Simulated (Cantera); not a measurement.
## Ignition delay

Mixture: CH₄ : O₂ : N₂ = 0.31 : 2.74 : 10.3 (molar parts), equivalence ratio 0.23, at 1.80 bar, adiabatic and at constant volume. Ignition delay is the time to a rise of 400 K.

Cantera simulation using GRI-Mech 3.0 (53 species, 325 reactions); the numbers are that mechanism's predictions, not measurements.

| T0 (K) | delay (ms) |
|---|---|
| 1048 | 130 |
| 1148 | 27.1 |
| 1248 | 6.83 |
| 1348 | 2.07 |
| 1448 | 0.759 |
| 1548 | 0.334 |

The apparent activation energy between 1348 and 1548 K is 160 kJ/mol.
